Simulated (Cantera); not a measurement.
Feed: 1 mol BN, 1.1 mol HF, 41 mol N2, held at 1498 K and 15.8 Torr.

Cantera equilibrium calculation (NASA polynomials, part measured and part estimated; ideal gas, pure solids and liquids). Candidate condensed phases: B, BN; 31 gas species. The tables' values for BF2 are old estimates; treat these amounts as uncertain. Kinetics and transport are ignored.

What is the equilibrium state?


```json
{
  "x(N2)": "0.978",
  "x(H2)": "0.0119",
  "x(BF3)": "0.00786",
  "x(HF)": "0.00221",
  "x(BF2)": "0.000138",
  "x(BHF2)": "3.21e-5",
  "x(H)": "1.30e-5",
  "x(BF)": "6.69e-6",
  "n(BN(s))": "0.662 mol",
  "gas_amount": "42.10 mol",
  "log10 activity of B(s) (absent)": "-3.30"
}
```
